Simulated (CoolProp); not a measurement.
Vapour-liquid equilibrium of trans-2-butene (1) + acetone (2) at 273.1 K; x and y are mole fractions of (1).

The numbers come from the multi-fluid Helmholtz-energy mixture model, Lemmon 2005 and Lemmon 2006; pair parameters Bell 2016 in CoolProp.

### Question
Give the bubble pressure and the first vapour's composition at x = 0.05, 0.65, 0.725. Is there an azeotrope?

### Answer
x = 0.05: 24.66 kPa, y = 0.638; x = 0.65: 84.64 kPa, y = 0.926; x = 0.725: 86.70 kPa, y = 0.932. No azeotrope shows between x = 0.05 and 0.95.

The pair parameters rest on a limited set of measurements; away from them the model extrapolates. With so large a gap from Raoult's law the liquid may split in two, which this calculation doesn't test in full.
